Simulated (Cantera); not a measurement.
A Cantera script and its output.

```python
import numpy as np
import cantera as ct

gas = ct.Solution("gri30.yaml")


def delay(T, t_max=10):
    gas.TPX = T, 101325, {'CH4': 1, 'CO': 0.56, 'O2': 3.26, 'N2': 8.47, 'H2O': 0.066}
    reactor = ct.IdealGasConstPressureReactor(gas, clone=False)
    net = ct.ReactorNet([reactor])
    net.rtol, net.atol = 1e-8, 1e-16
    while net.time < t_max:
        t_old, T_old = net.time, reactor.T
        net.step()
        if reactor.T > T + 400:  # ignition: a rise of 400 K
            return t_old + (T + 400 - T_old) / (reactor.T - T_old) * (net.time - t_old)
    return np.nan


taus = []
for T in [1025, 1100, 1175, 1250, 1325, 1400, 1475, 1550, 1625, 1700]:
    taus.append(delay(T))
    print(f"T0 = {T:6g} K   tau = {taus[-1]:.4e} s")
```

Result:

```
T0 =   1025 K   tau = 6.3099e-01 s
T0 =   1100 K   tau = 1.6244e-01 s
T0 =   1175 K   tau = 4.7238e-02 s
T0 =   1250 K   tau = 1.5311e-02 s
T0 =   1325 K   tau = 5.5083e-03 s
T0 =   1400 K   tau = 2.2073e-03 s
T0 =   1475 K   tau = 9.9024e-04 s
T0 =   1550 K   tau = 4.9555e-04 s
T0 =   1625 K   tau = 2.7225e-04 s
T0 =   1700 K   tau = 1.6089e-04 s
```

Cantera simulation using GRI-Mech 3.0 (53 species, 325 reactions); the numbers are that mechanism's predictions, not measurements.
